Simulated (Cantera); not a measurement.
Feed: 1 mol SiC, 3.8 mol N₂O, 190 mol H₂, at 973 K and 0.133 bar.

These are equilibrium values from Cantera (NASA tables, ideal gas, pure condensed phases), not measurements of a reactor. Candidate condensed phases: C, C₆H₆, C₇H₈, C₈H₁₈, H₂O, Si, SiC, SiO₂, Si₂N₂O, Si₃N₄; 151 gas species. The numbers say what is thermodynamically allowed, not how fast it happens.

What is the equilibrium state?


```json
{
  "x(H₂)": "0.970",
  "x(N₂)": "0.0195",
  "x(H₂O)": "0.00511",
  "x(CO)": "0.00408",
  "x(CH₄)": "0.00103",
  "x(CO₂)": "3.46e-5",
  "x(NH₃)": "1.25e-5",
  "n(SiO₂(β-quartz))": "1.00 mol",
  "gas_amount": "194.4 mol",
  "log10 activity of C(graphite) (absent)": "-1.19",
  "log10 activity of Si(s) (absent)": "-14.06"
}
```
